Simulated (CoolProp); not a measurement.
Computed with CoolProp (reference Helmholtz-energy equation of state, Lemmon 2006). It is a short technical equation, of lower accuracy than the large ones.

Q: For carbonyl sulfide, give the phase and the cp (kJ/(kg K)) at 84.35 °C and 1.01 bar; 150.55 °C and 1.01 bar.

A: 
- 84.35 °C and 1.01 bar: gas; cp 0.742
- 150.55 °C and 1.01 bar: gas; cp 0.780
